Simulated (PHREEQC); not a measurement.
0.012 g of hydrous ferric oxide (600 m²/g; 0.2 weak and 0.005 strong sites per Fe, Dzombak-Morel constants, diffuse double layer) in 1 kg of water with 0.3 mol/kgw of an inert sodium salt and 0.016 mmol/kgw ZnSO4 and 0.0022 mmol/kgw H3BO3, at 25 °C; the pH is set by adding NaOH or the inert anion's acid. Oxygen is held at 0.21 atm. The system is closed to CO2. Nothing may precipitate in this run.

Base run: PHREEQC, ion-association model, wateq4f.dat. Each further column changes one thing. The table gives Zn sorbed (%).

```csv
pH,base,no electrostatic term (-no_edl),background salt from 0.3 to 0.03 mol/kgw,oxide from 0.012 to 0.06 g/kgw,4e-05 mol/kgw NiCl2 added
3,0.0,0.0,0.0,0.0,0.0
4.12,0.0,0.0,0.0,0.0,0.0
4.88,0.0,0.1,0.1,0.2,0.0
6,2.3,3.2,2.6,10.8,1.8
7.12,14.4,29.4,15.8,51.7,11.7
7.88,46.6,72.9,47.9,92.6,31.2
9,71.2,81.3,69.9,99.5,22.4
```

The oxide is taken as insoluble; below pH 4 it would dissolve. In at least one series the solution becomes supersaturated in solids that the run did not let form, among them Zn(OH)2-e, Ni(OH)2.
